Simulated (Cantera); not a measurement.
**Equilibrium for silicon oxide and oxynitride deposition: HMDSO + O₃ + H₂**

Input: 1 mol HMDSO, a varied amount of O₃, 9.8 mol H₂, equilibrated at 1198 K and 13.3 mbar.

These are equilibrium values from Cantera (NASA tables, ideal gas, pure condensed phases), not measurements of a reactor. Candidate condensed phases: C, C₆H₆, C₇H₈, C₈H₁₈, H₂O, Si, SiC, SiO₂; 123 gas species. The feed counts by its element totals alone. Mutual solubility and eutectic melting of coexisting phases are not modelled. The tables hold silica as quartz up to 1696 K and as liquid above; real silica turns to tridymite and cristobalite and melts near 1996 K. The numbers say what is thermodynamically allowed, not how fast it happens.

```
n(O₃) (mol)   x H₂    x H₂O     x CO    x CO₂     x CH₄      x H     x SiO  x C₂H₂ (acetylene)  n C(graphite)  n SiC(s)  n SiO₂(β-quartz)
-----------  -----  -------  -------  -------  --------  -------  --------  ------------------  -------------  --------  ----------------
0.67         0.996  1.37e-6  0.00388  3.91e-9  0.000212  1.64e-6   1.55e-6             9.85e-8           5.39     0.532              1.47
0.96         0.996  1.37e-6  0.00388  3.91e-9  0.000212  1.64e-6   1.55e-6             9.85e-8           5.83    0.0966              1.90
1.4          0.940  2.00e-5   0.0600  9.33e-7  0.000189  1.60e-6   1.00e-7             9.30e-8           4.80         0              2.00
2            0.862  4.20e-5    0.138  4.91e-6  0.000159  1.53e-6   4.37e-8             8.53e-8           3.00         0              2.00
2.8          0.777  6.13e-5    0.223  1.29e-5  0.000129  1.45e-6   2.70e-8             7.68e-8          0.599         0              2.00
4            0.661   0.0974    0.218   0.0236   4.89e-8  1.34e-6  1.44e-11              <1e-12              0         0              2.00
5.7          0.498    0.260    0.175   0.0668   6.31e-9  1.16e-6  4.08e-12              <1e-12              0         0              2.00
```
x: gas mole fraction; n: condensed amount in mol.

From 0.67 mol O₃ to 0.96 mol O₃ the condensed part is C(graphite) + SiC(s) + SiO₂(β-quartz). From 1.4 mol O₃ to 2.8 mol O₃ the condensed part is C(graphite) + SiO₂(β-quartz). From 4 mol O₃ to 5.7 mol O₃ the condensed part is SiO₂(β-quartz).
